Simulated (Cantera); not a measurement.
A closed system holds: 1 mol SiC, 0.24 mol O₂, 89 mol N₂, 0.26 mol N₂O, equilibrated at 1775 K and 1.33 mbar.

Equilibrium computed with Cantera from the NASA thermochemical tables; the gas is ideal and each condensed phase is pure. Candidate condensed phases: C, Si, SiC, SiO₂, Si₂N₂O, Si₃N₄; 34 gas species. Equilibrium is a limit: real reactors are often held back by kinetics, nucleation or transport.

Base state: N₂ 0.991, CO 0.00435, SiO 0.00387, Si 0.000463 (mole fractions); condensed: SiC(s).

Question: What changes in the equilibrium state with this change: temperature from 1775 K to 1475 K?

Answer: 
```
species           before     after
--------------  --------  --------
N₂                 0.991     0.994
CO               0.00435   0.00543
SiO              0.00387  0.000233
Si              0.000463   1.40e-7
SiC(s), mol        0.608     0.514
Si₂N₂O(s), mol         0     0.233
```
Mutual solubility and eutectic melting of coexisting phases are not modelled.
